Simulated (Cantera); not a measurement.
An isothermal, constant-pressure homogeneous reactor starts with C2H6 : N2 = 1 : 30 (molar parts), at 1573 K and 1.60 bar. Integrator tolerance rtol = 1e-08.

Model: GRI-Mech 3.0 (53 species, 325 reactions), integrated in Cantera. GRI-Mech 3.0 stops at C3 and has no aromatics, soot or wall deposition, so with more carbon than oxygen in the feed, carbon stays in small species such as C2H2 where larger ones or solid carbon would form.

Problem. What does this change do: pressure from 1.60 bar to 0.470 bar?

Solution. 
```
quantity                                             before                                      after
----------------  -----------------------------------------  -----------------------------------------
x(C2H6) at 300 s    1.80e-7 (gas-phase equilibrium 5.05e-8)    1.69e-8 (gas-phase equilibrium 4.58e-9)
x(CH4) at 300 s    0.00153 (gas-phase equilibrium 0.000820)  0.000476 (gas-phase equilibrium 0.000248)
x(HCN) at 300 s      4.43e-6 (gas-phase equilibrium 0.0439)     3.32e-6 (gas-phase equilibrium 0.0443)
x(C2H4) at 300 s  0.000381 (gas-phase equilibrium 0.000105)   0.000118 (gas-phase equilibrium 3.18e-5)
x(H2) at 300 s        0.0580 (gas-phase equilibrium 0.0593)      0.0598 (gas-phase equilibrium 0.0602)
```
